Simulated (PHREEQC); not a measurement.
Dissolve 1.4 mmol/kgw HCl and 0.31 mmol/kgw MnSO4 at 85 °C. Closed to the air; pH follows from the charge balance.

Equilibrium calculation in PHREEQC: ion-association model, phreeqc.dat.

| quantity | before | after |
|---|---|---|
| pH | 2.91 | 1.91 |
| ionic strength (mol/kgw) | 0.00238 | 0.0147 |
| SO4-2 (mol/kgw) | 0.000199 | 6.43e-5 |
| HSO4- (mol/kgw) | 9.44e-5 | 0.000243 |

Question: Name the change that produced these shifts.
A. HCl from 0.0014 to 0.014 mol/kgw
B. HCl from 0.0014 to 0.0007 mol/kgw
C. diluted 10-fold with water
D. MnSO4 replaced by (NH4)2SO4 at the same molality

Answer: A, HCl from 0.0014 to 0.014 mol/kgw

This is a speciation only: nothing precipitates in the calculation. Away from 25 °C the constants follow the database's enthalpies or fits; those with neither stay at their 25 °C values.
